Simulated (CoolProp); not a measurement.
The fluid at 293.15 K and 15.9 MPa flows at 1.1 m/s in a round tube of 50 mm bore and 0.25 µm roughness, fully developed (64/Re and Nu = 3.66 if laminar; Colebrook and Gnielinski if turbulent). The same conditions are run with several fluids, on thermodynamics alone (safety and materials aside).

Computed with CoolProp (reference Helmholtz-energy equation of state of each fluid (methane: Setzmann 1991; normal hydrogen: Leachman 2009; dry air: Lemmon 2000; CF4 (R14): Platzer 1990; oxygen: Schmidt 1985)). The equations of Platzer and Polt are older, rougher fits. Blends and air are pseudo-pure fits.

Q: Rank methane, normal hydrogen, dry air, CF4 (R14), oxygen by Reynolds number, highest first.

A: CF4 (R14) (908000), oxygen (489000), dry air (466000), methane (427000), normal hydrogen (72800)

```json
[
 {"fluid": "methane", "Darcy friction factor": "0.0136", "pressure drop (Pa/m)": "21.5", "heat-transfer coefficient (W/(m² K))": "837", "mass flow (kg/h)": "1010"},
 {"fluid": "normal hydrogen", "Darcy friction factor": "0.0193", "pressure drop (Pa/m)": "2.79", "heat-transfer coefficient (W/(m² K))": "535", "mass flow (kg/h)": "93.1"},
 {"fluid": "dry air", "Darcy friction factor": "0.0134", "pressure drop (Pa/m)": "30.5", "heat-transfer coefficient (W/(m² K))": "466", "mass flow (kg/h)": "1460"},
 {"fluid": "CF4 (R14)", "Darcy friction factor": "0.0119", "pressure drop (Pa/m)": "116", "heat-transfer coefficient (W/(m² K))": "1290", "mass flow (kg/h)": "6250"},
 {"fluid": "oxygen", "Darcy friction factor": "0.0133", "pressure drop (Pa/m)": "35.9", "heat-transfer coefficient (W/(m² K))": "513", "mass flow (kg/h)": "1730"}
]
```

Transport values come from each fluid's own correlations; those of CF4 (R14) are estimates that may be off by 10 % or more.
